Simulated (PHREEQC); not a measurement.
# Reverse-osmosis permeate

Model water analysis in mg/L, 25 °C, pH 6.2, pe 0.8:

```csv
constituent,mg/L
Na,3.58
K,0.116
Ca,0.297
Mg,0.00627
Cl,1.02
S(6) as SO4,0.922
Alkalinity as HCO3,7.96
Si as SiO2,0.0658
Li,0.0043
Zn,0.152
Sr,0.00409
B,0.0138
Mn(2),0.199
```

Valence states are taken as typed.

The numbers come from PHREEQC with the ion-association model, phreeqc.dat.

No solid was allowed to form.

Problem. What charge-balance error does the model give?

Solution. charge-balance error 2.2 %.

Problem. In which forms is Zn present?

Solution. Zn+2 98 %, ZnHCO3+ 1.5 % of the Zn.
